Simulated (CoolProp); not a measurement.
The fluid at 423.53 K and 0.84 MPa flows at 24 m/s in a round tube of 6 mm bore and 0.25 µm roughness, fully developed (64/Re and Nu = 3.66 if laminar; Colebrook and Gnielinski if turbulent). The same conditions are run with several fluids, on thermodynamics alone (safety and materials aside).

Model: reference Helmholtz-energy equation of state of each fluid (CF4 (R14): Platzer 1990; methanol: de Reuck 1993; propylene: Lemmon 2013; sulfur hexafluoride: Guder 2009; oxygen: Schmidt 1985), in CoolProp. The equations of Platzer and Polt are older, rougher fits.

| fluid | Reynolds number | Darcy friction factor | pressure drop (Pa/m) | heat-transfer coefficient (W/(m² K)) | mass flow (kg/h) |
|---|---|---|---|---|---|
| CF4 (R14) | 131000 | 0.0173 | 17500 | 1030 | ___ |
| methanol | 90700 | ___ | 7530 | 1170 | ___ |
| propylene | 122000 | ___ | 8790 | 1240 | 25.5 |
| sulfur hexafluoride | 246000 | ___ | 26500 | 1520 | 87.5 |
| oxygen | 40500 | ___ | 8070 | ___ | ___ |

Question: Fill in the missing entries.

Answer: 
- CF4 (R14), mass flow (kg/h): 51.5
- methanol, Darcy friction factor: 0.0186
- methanol, mass flow (kg/h): 20.6
- propylene, Darcy friction factor: 0.0175
- sulfur hexafluoride, Darcy friction factor: 0.0154
- oxygen, Darcy friction factor: 0.0220
- oxygen, heat-transfer coefficient (W/(m² K)): 540
- oxygen, mass flow (kg/h): 18.6

Above 300 K oxygen's equation is extrapolated.

Transport values come from each fluid's own correlations; those of CF4 (R14), propylene are estimates that may be off by 10 % or more.
